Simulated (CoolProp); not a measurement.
Sulfur hexafluoride at several states: fugacity coefficient from the reference equation and from simpler models built on Tc = 45.6 °C, pc = 3755 kPa, ω = 0.210; each cubic takes its own stable root.

Values from CoolProp's reference Helmholtz-energy equation of state, Guder 2009.

```
T (°C)  p (kPa)   phase  reference  van der Waals  Redlich-Kwong  Soave-Redlich-Kwong  Peng-Robinson
------  -------  ------  ---------  -------------  -------------  -------------------  -------------
89.05       267     gas     0.9846         0.9846         0.9834               0.9844         0.9820
26.55       763     gas     0.9175         0.9303         0.9184               0.9167         0.9092
37.35      3380  liquid     0.6531         0.7086         0.6658               0.6568         0.6351
```
